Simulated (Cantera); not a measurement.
Cantera run:

```python
import numpy as np
import cantera as ct

gas_names = """
    CL CL2 N N2 Si SiCL SiCL2 SiCL3 SiCL4 SiN Si2 Si2N Si3
""".split()
cond_names = """
    Si(cr) Si(L) Si3N4(a)
""".split()


# ... load() reads the species with a 1 bar reference pressure and builds the phases ...
atoms = {
    'SiCl4': {'Si': 1, 'CL': 4},
    'N2': {'N': 2},
}
top_T = {'Si3N4(a)': 2400}  # K; cautious upper limits of use, not melting points


# ... equilibrate(T, P, feed) seeds the gas with the atoms and calls Mixture.equilibrate('TP', solver="vcs", rtol=1e-11, max_steps=5000) ...
results = []
feed = {'SiCl4': 1, 'N2': 3.1}  # mol
T = 1450  # K
P = 12000  # Pa
mix = equilibrate(T, P, feed)
results.append((T, P, feed, dict(zip(mix.species_names, mix.species_moles))))
x = sorted(zip(gas.X, gas.species_names), reverse=True)
print(f"T = {T:g} K  P = {P:g} Pa  gas = {mix.phase_moles(0):.4g} mol")
print("   x: " + "  ".join(f"{s} {v:.3e}" for v, s in x if v > 0.0001))
print("   condensed (mol): " + ("  ".join(f"{mix.phase(i).name} {mix.phase_moles(i):.4g}"
      for i in range(1, mix.n_phases) if mix.phase_moles(i) > 1e-12) or "none"))
```

Result:

```
T = 1450 K  P = 12000 Pa  gas = 4.105 mol
   x: N2 7.552e-01  SiCL4 2.424e-01  SiCL3 1.166e-03  CL 1.051e-03
   condensed (mol): none
```

Equilibrium computed with Cantera from the NASA thermochemical tables; the gas is ideal and each condensed phase is pure. The tables' values for SiCl3 are old estimates; treat these amounts as uncertain.
